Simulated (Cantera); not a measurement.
What does this Cantera script print?

```python
import numpy as np
import cantera as ct

gas = ct.Solution("gri30.yaml")
gas.TPX = 1500, 440000, {'CO': 0.0031, 'O2': 0.01, 'H2O': 0.0099, 'N2': 1}
reactor = ct.IdealGasConstPressureReactor(gas, energy="off", clone=False)
net = ct.ReactorNet([reactor])
net.rtol, net.atol = 1e-08, 1e-18
show = ['CO', 'O2', 'H2O', 'NO', 'H2', 'OH', 'HO2']
times = np.geomspace(0.0003, 2, 9)

steps = ct.SolutionArray(gas, extra=["t"])
rows = []
print(f"{'t/s':>10s}{'T/K':>9s}{'P/Pa':>11s}" + "".join(f"{s:>11s}" for s in show))
for t in times:
    while net.time < t:
        t_next = net.step()
        steps.append(gas.state, t=t_next)
    rows.append([np.interp(t, steps.t, y) for y in (steps.T, steps.P, *steps(*show).X.T)])
    print(f"{t:10.3e}{rows[-1][0]:9.1f}{rows[-1][1]:11.4g}" + "".join(f"{x:11.3e}" for x in rows[-1][2:]))
rate = np.gradient(steps.T, steps.t)
print("integrator steps:", len(steps.t))
if steps.T.max() > steps.T[0] + 200:
    print(f"time of steepest temperature rise: {steps.t[rate.argmax()]:.4e} s")
gas.TPX = 1500, 440000, {'CO': 0.0031, 'O2': 0.01, 'H2O': 0.0099, 'N2': 1}
gas.equilibrate("TP")
print(f"equilibrium (TP): T = {gas.T:.1f} K  " + "  ".join(f"{s} {gas[s].X[0]:.3e}" for s in show))
```

Output:

```
       t/s      T/K       P/Pa         CO         O2        H2O         NO         H2         OH        HO2
 3.000e-04   1500.0    4.4e+05  3.001e-03  9.754e-03  9.663e-03  3.741e-11  3.731e-06  1.707e-05  1.375e-06
 9.018e-04   1500.0    4.4e+05  9.827e-04  8.708e-03  9.536e-03  1.529e-07  5.774e-05  1.524e-04  3.159e-06
 2.711e-03   1500.0    4.4e+05  1.198e-04  8.313e-03  9.651e-03  3.112e-07  8.598e-06  6.103e-05  6.755e-07
 8.149e-03   1500.0    4.4e+05  1.060e-05  8.271e-03  9.679e-03  3.582e-07  1.155e-06  2.422e-05  8.793e-08
 2.449e-02   1500.0    4.4e+05  6.496e-07  8.270e-03  9.686e-03  3.706e-07  2.138e-07  1.112e-05  1.500e-08
 7.363e-02   1500.0    4.4e+05  8.762e-08  8.270e-03  9.688e-03  3.732e-07  1.006e-07  7.671e-06  7.948e-09
 2.213e-01   1500.0    4.4e+05  7.836e-08  8.270e-03  9.688e-03  3.762e-07  9.671e-08  7.513e-06  7.733e-09
 6.653e-01   1500.0    4.4e+05  7.836e-08  8.270e-03  9.688e-03  3.849e-07  9.671e-08  7.513e-06  7.733e-09
 2.000e+00   1500.0    4.4e+05  7.836e-08  8.270e-03  9.688e-03  4.112e-07  9.671e-08  7.513e-06  7.733e-09
integrator steps: 1077
equilibrium (TP): T = 1500.0 K  CO 7.901e-08  O2 8.135e-03  H2O 9.688e-03  NO 2.697e-04  H2 9.752e-08  OH 7.482e-06  HO2 7.638e-09
```

Model: GRI-Mech 3.0 (53 species, 325 reactions), integrated in Cantera.
